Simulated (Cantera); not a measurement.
Premixed flame

A freely propagating, adiabatic, planar premixed flame of CH4 : C2H6 : C3H8 : O2 : N2 : H2O = 1 : 1.2 : 0.08 : 6 : 16.8 : 3.4 (molar parts), equivalence ratio 1.1, unburnt at 425 K and 5.00 bar; unity-Lewis-number transport, grid criteria slope 0.08 and curve 0.16, no radiation.

Computed with Cantera and GRI-Mech 3.0 (53 species, 325 reactions). Unity Lewis numbers drop preferential diffusion, which matters most where H2 and H carry the flame. Burning velocities carry a grid error of a few per cent, more on coarse grids.

```
z (mm)   T (K)  u (m/s)     x CH4    x C2H6    x C3H8    x CH2    x C2H2    x C2H4
-------  -----  -------  --------  --------  --------  -------  --------  --------
-0.328     426    0.416    0.0351    0.0421   0.00281    <1e-8   5.40e-7   3.14e-6
-0.219     430    0.420    0.0350    0.0420   0.00280    <1e-8   4.54e-6   2.64e-5
-0.164     445    0.435    0.0347    0.0415   0.00277    <1e-8   1.78e-5  0.000104
-0.109     547    0.538    0.0328    0.0385   0.00257    <1e-8  0.000110  0.000639
-0.0546   1053     1.06    0.0226    0.0223   0.00151    <1e-8  0.000603   0.00339
-0.0273   1507     1.55    0.0127   0.00782  0.000527  2.07e-6   0.00110   0.00463
0         1944     2.03   0.00275  0.000220   8.90e-6  5.64e-5   0.00120   0.00116
0.0273    2129     2.22  0.000114   1.19e-7     <1e-8  1.18e-5  0.000132   1.66e-5
0.0546    2200     2.29   3.58e-6     <1e-8     <1e-8  5.72e-7   5.73e-6   1.26e-7
0.109     2272     2.35   1.25e-8     <1e-8     <1e-8    <1e-8   2.80e-8     <1e-8
0.219     2329     2.40     <1e-8     <1e-8     <1e-8    <1e-8     <1e-8     <1e-8
0.437     2364     2.42     <1e-8     <1e-8     <1e-8    <1e-8     <1e-8     <1e-8
0.874     2380     2.44     <1e-8     <1e-8     <1e-8    <1e-8     <1e-8     <1e-8
```
x: mole fraction of selected species; z is measured from the peak of heat release.

The laminar burning velocity is 41.5 cm/s. The thermal thickness is 0.109 mm. The peak x(CH2) comes out as 5.73e-5, the peak x(C2H2) comes out as 0.00139 and the peak x(C2H4) is 0.00467. The grid points comes out as 141.
